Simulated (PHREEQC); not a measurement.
Solution (25 °C): 0.0055 mol/kgw SrCl2, 1.7e-05 mol/kgw CO2 and 1e-06 mol/kgw H4SiO4. Closed to the air; pH follows from the charge balance.

Model: ion-association model, wateq4f.dat, run in PHREEQC.

This is a speciation only: nothing precipitates in the calculation.

**Question.** What pH does the model give?

**Answer.** pH 5.59.

**Question.** In which forms is C present?

**Answer.** CO2 83 %, HCO3- 16 %, SrHCO3+ 0.8 % of the C.

Complexes and solids missing from the database can't appear.
